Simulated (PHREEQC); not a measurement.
A solution holds 0.074 mol H2SO4, 0.0046 mol FeSO4 and 0.35 mol MnSO4 per kg of water, at 20 °C. Closed to the air; pH follows from the charge balance.

All values are PHREEQC results (ion-association model, wateq4f.dat), not measurements.

```json
[
 {"quantity": "pH", "before": "1.54", "after": "2.17"},
 {"quantity": "ionic strength (mol/kgw)", "before": "0.780", "after": "0.0997"},
 {"quantity": "Mn+2 (mol/kgw)", "before": "0.192", "after": "0.0224"},
 {"quantity": "SO4-2 (mol/kgw)", "before": "0.159", "after": "0.0234"},
 {"quantity": "MnSO4 (mol/kgw)", "before": "0.158", "after": "0.0126"},
 {"quantity": "HSO4- (mol/kgw)", "before": "0.109", "after": "0.00666"},
 {"quantity": "SI of Melanterite (FeSO4:7H2O)", "before": "-2.63", "after": "-3.72"},
 {"quantity": "SI of Pyrochroite (Mn(OH)2)", "before": "-13.50", "after": "-12.90"}
]
```

Task: What was changed between the two runs?
A. 0.0072 mol/kgw NH4Cl added
B. FeSO4 from 0.0046 to 0.00506 mol/kgw
C. FeSO4 from 0.0046 to 0.0069 mol/kgw
D. diluted 10-fold with water

Result: D, diluted 10-fold with water

Precipitation was switched off in this run. The ionic strength passes 0.7 mol/kgw, the rough limit of the ion-association models, in before.
